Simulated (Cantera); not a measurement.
Charge: 1 mol SiH₂Cl₂, 0.21 mol HCl, 64 mol H₂, at 0.100 bar.

Equilibrium computed with Cantera from the NASA thermochemical tables; the gas is ideal and each condensed phase is pure. Candidate condensed phases: Si; 19 gas species. Gases not in the tables: Si₂H₆ and higher silanes. Kinetics and transport are ignored.

Problem. Which condensed phases are stable at each of these points (T (K)): 1223, 1323, 1423, 1523, 1623, 1723, 1823, 1923, 2023, 2123, 2223, 2323?

Solution. 
| T (K) | condensed phases | Si condensed (%) |
|---|---|---|
| 1223 | Si(s) | 80.0 |
| 1323 | Si(s) | 82.8 |
| 1423 | Si(s) | 82.8 |
| 1523 | Si(s) | 82.1 |
| 1623 | Si(s) | 81.3 |
| 1723 | Si(l) | 81.3 |
| 1823 | Si(l) | 82.7 |
| 1923 | Si(l) | 82.8 |
| 2023 | Si(l) | 80.1 |
| 2123 | Si(l) | 71.1 |
| 2223 | Si(l) | 47.3 |
| 2323 | gas only | 0.0 |

From 1223 K to 1623 K the condensed part is Si(s). From 1723 K to 2223 K the condensed part is Si(l). At 2323 K nothing is condensed.
